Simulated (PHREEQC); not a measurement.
## Copper plating or etch bath

A solution holds 10 mmol/kgw CuSO4, 1.6 mmol/kgw HNO3 and 28 mmol/kgw H3BO3, at 25 °C. Closed to the air; pH follows from the charge balance.

Equilibrium calculation in PHREEQC: ion-association model, phreeqc.dat.

No solid was allowed to form.

Task: Estimate the pH, ionic strength.

Result: pH 2.99; ionic strength 0.0294 mol/kgw.

Task: In which forms is Cu present?

Result: Cu+2 72 %, CuSO4 28 % of the Cu.

Complexes and solids missing from the database can't appear.
